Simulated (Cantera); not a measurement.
Charge: 1 mol CuO, 4.9 mol C, 0.13 mol CO, equilibrated at 1398 K and 1 atm.

Cantera equilibrium calculation (NASA polynomials, part measured and part estimated; ideal gas, pure solids and liquids). Candidate condensed phases: C, Cu, CuO, Cu2O; 15 gas species. Kinetics and transport are ignored.

Base state: CO 0.998, CO2 0.00177 (mole fractions); condensed: C(graphite) + Cu(l).

**Question.** What changes in the equilibrium state with this change: temperature from 1398 K to 2073 K?

**Answer.** 
| species | before | after |
|---|---|---|
| CO | 0.998 | 0.992 |
| Cu | 1.28e-6 | 0.00817 |
| Cu2 | <1e-9 | 4.29e-5 |
| CO2 | 0.00177 | 1.82e-5 |
| C(graphite), mol | 3.90 | 3.90 |
| Cu(l), mol | 1.000 | 0.991 |

**Question.** What changes in the equilibrium state with this change: temperature from 1398 K to 2125 K?

**Answer.** 
```
species            before    after
----------------  -------  -------
CO                  0.998    0.987
Cu                1.28e-6   0.0127
Cu2                 <1e-9  7.78e-5
CO2               0.00177  1.44e-5
C(graphite), mol     3.90     3.90
Cu(l), mol          1.000    0.985
```
